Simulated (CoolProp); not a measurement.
Vapour-liquid equilibrium of m-xylene (1) + n-undecane (2) at 0.343 kPa; x and y are mole fractions of (1).

Values from CoolProp's multi-fluid Helmholtz-energy mixture model, Zhou 2012 and Aleksandrov 2011; pair parameters Bell 2016.

```
x      bubble temperature, mixture model (K)  bubble temperature, Raoult's law (K)  y, mixture model  y, Raoult's law
-----  -------------------------------------  ------------------------------------  ----------------  ---------------
0.05                                   316.0                                 316.1             0.431            0.429
0.125                                  307.8                                 307.9             0.700            0.700
0.2                                    302.2                                 302.2             0.817            0.818
0.275                                  297.9                                 297.9             0.879            0.881
0.35                                   294.6                                 294.5             0.916            0.918
0.425                                  291.8                                 291.7             0.940            0.942
0.5                                    289.5                                 289.3             0.957            0.958
0.575                                  287.4                                 287.3             0.969            0.970
0.65                                   285.6                                 285.5             0.978            0.979
0.725                                  284.0                                 283.9             0.985            0.985
0.8                                    282.5                                 282.5             0.991            0.991
0.875                                  281.2                                 281.2             0.995            0.995
0.95                                   280.0                                 280.0             0.998            0.998
```

The largest gap from Raoult's law is +0.2 K in bubble temperature, at x = 0.5. No azeotrope shows between x = 0.05 and 0.95.

Pair parameters are fitted to limited data, so mixtures are less certain than the pure fluids.
